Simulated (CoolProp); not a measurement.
Computed with CoolProp (reference Helmholtz-energy equation of state, Setzmann 1991).

Question: Give the vapour pressure (bar), liquid density (kg/m³), vapour viscosity (µPa s) of saturated methane at -126.25 °C.

Answer: 
| T (°C) | p (bar) | liquid density (kg/m³) | vapour viscosity (µPa s) |
|---|---|---|---|
| -126.25 | 9.01 | 364 | 5.73 |

Viscosity comes from a separate model (Quiñones-Cisneros 2006).
